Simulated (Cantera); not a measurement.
**Diamond growth**

A diamond (100) surface in a fixed gas of H2 with x(CH4) = 0.028, x(H) = 0.00064, x(CH3) = 2.9e-05, at 1225 K; coverages are run to steady state.

Detailed kinetics in Cantera: the Harris–Goodwin 1993 mechanism for the reconstructed diamond (100) surface.

| P (Pa) | growth (µm/h) | θ c6HH | θ c6H* | θ c6*H | θ c6** | θ c6HM |
|---|---|---|---|---|---|---|
| 1200 | 0.0191 | 0.468 | 0.0387 | 0.472 | 0.0208 | 6.18e-5 |
| 1600 | 0.0271 | 0.468 | 0.0387 | 0.472 | 0.0208 | 8.29e-5 |
| 2200 | 0.0401 | 0.468 | 0.0387 | 0.472 | 0.0208 | 0.000114 |
| 3000 | 0.0591 | 0.468 | 0.0387 | 0.472 | 0.0208 | 0.000156 |
| 4100 | 0.0883 | 0.468 | 0.0387 | 0.472 | 0.0207 | 0.000213 |
| 5600 | 0.134 | 0.467 | 0.0387 | 0.472 | 0.0207 | 0.000289 |
| 7600 | 0.204 | 0.467 | 0.0387 | 0.472 | 0.0207 | 0.000388 |
| 10000 | 0.303 | 0.467 | 0.0387 | 0.472 | 0.0207 | 0.000504 |
θ: site fractions in the mechanism's names (c6HH fully hydrogenated, c6H* and c6*H radical sites, c6** diradical, c6HM methylated).
